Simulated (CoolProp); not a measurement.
Properties of n-perfluorohexane at several states.

Model: reference Helmholtz-energy equation of state, Gao 2022, in CoolProp.

```csv
T (°C),p (MPa),phase,Z,cp (kJ/(kg K)),Joule-Thomson coefficient (K/MPa)
25.05,0.122,liquid,0.009923,1.047,-0.2748
110.95,0.106,gas,0.9623,___,12.87
-27.65,0.857,liquid,0.07772,___,___
56.15,1.08,liquid,0.08397,1.093,___
-48.15,0.011,liquid,0.001057,___,-0.3806
```

Complete the blanks.


- 110.95, cp (kJ/(kg K)): 0.9432
- -27.65, cp (kJ/(kg K)): 0.9639
- -27.65, Joule-Thomson coefficient (K/MPa): -0.3589
- 56.15, Joule-Thomson coefficient (K/MPa): -0.2033
- -48.15, cp (kJ/(kg K)): 0.9327
